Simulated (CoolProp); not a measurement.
Vapour-liquid equilibrium of propylene (1) + isobutane (2) at 629 kPa; x and y are mole fractions of (1).

Model: multi-fluid Helmholtz-energy mixture model, Lemmon 2013 and Bücker 2006; pair parameters Bell 2016, in CoolProp.

Problem. Give the bubble temperature and the first vapour's composition at x = 0.55, 0.75, 0.85. Is there an azeotrope?

Solution. x = 0.55: 20.4 °C, y = 0.742; x = 0.75: 12.3 °C, y = 0.897; x = 0.85: 8.1 °C, y = 0.952. No azeotrope shows between x = 0.05 and 0.95.

Pair parameters are fitted to limited data, so mixtures are less certain than the pure fluids. The gap from Raoult's law changes sign with composition, which may be real or a fault of the pair parameters; it wasn't checked against measurements.
